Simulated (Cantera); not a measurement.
A perfectly stirred reactor is fed with H₂ : O₂ = 0.048 : 1 (molar parts), equivalence ratio 0.024, at 7.13 Torr; it is held at 1225 K, and followed from long to short residence time.

Cantera simulation using GRI-Mech 3.0 (53 species, 325 reactions); the numbers are that mechanism's predictions, not measurements. Radical loss at walls, strong at low pressure, is not modelled. The temperature is held fixed by assumption; the heat of reaction is taken as removed at once.

What does this change do: pressure from 7.13 Torr to 10.00 Torr?


| quantity | before | after |
|---|---|---|
| x(H₂) at τ = 3.30 s | 9.91e-5 | 7.59e-5 |
| x(O₂) at τ = 3.30 s | 0.950 | 0.951 |
| x(O) at τ = 3.30 s | 0.00248 | 0.00161 |
| x(OH) at τ = 3.30 s | 0.00103 | 0.000824 |
| x(H₂O) at τ = 3.30 s | 0.0461 | 0.0463 |
| x(H₂) at τ = 83.0 ms | 0.000788 | 0.000643 |
| x(O₂) at τ = 83.0 ms | 0.933 | 0.938 |
| x(O) at τ = 83.0 ms | 0.0179 | 0.0135 |
| x(OH) at τ = 83.0 ms | 0.00285 | 0.00248 |
| x(H₂O) at τ = 83.0 ms | 0.0426 | 0.0436 |
